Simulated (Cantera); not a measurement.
## Carbothermic reduction: CuO + CH₄ + N₂

Input: 1 mol CuO, 0.43 mol CH₄, a varied amount of N₂, at 0.700 bar.

These are equilibrium values from Cantera (NASA tables, ideal gas, pure condensed phases), not measurements of a reactor. Candidate condensed phases: C, C₆H₆, C₇H₈, C₈H₁₈, Cu, CuO, Cu(OH)₂, Cu₂O, H₂O; 139 gas species. Kinetics and transport are ignored.

Q: Map the stable condensed phases over T = 1950, 2000, 2050, 2100, 2150, 2200, 2250, 2300, 2350, 2400, 2450, 2500 K and n(N₂) in mol = 0.7, 0.92, 1.2, 1.6, 2.1, 2.8, 3.6, 4.8, 6.3, 8.3, 11.

A: 
```
T in K \ n(N₂) in mol
          0.7 0.92  1.2  1.6  2.1  2.8  3.6  4.8  6.3  8.3   11
   2500     A    A    A    A    B    B    B    B    B    B    B
   2450     A    A    A    A    A    A    B    B    B    B    B
   2400     A    A    A    A    A    A    A    A    B    B    B
   2350     A    A    A    A    A    A    A    A    A    B    B
   2300     A    A    A    A    A    A    A    A    A    A    A
   2250     A    A    A    A    A    A    A    A    A    A    A
   2200     A    A    A    A    A    A    A    A    A    A    A
   2150     A    A    A    A    A    A    A    A    A    A    A
   2100     A    A    A    A    A    A    A    A    A    A    A
   2050     A    A    A    A    A    A    A    A    A    A    A
   2000     A    A    A    A    A    A    A    A    A    A    A
   1950     A    A    A    A    A    A    A    A    A    A    A
```
A: Cu; B: gas only.
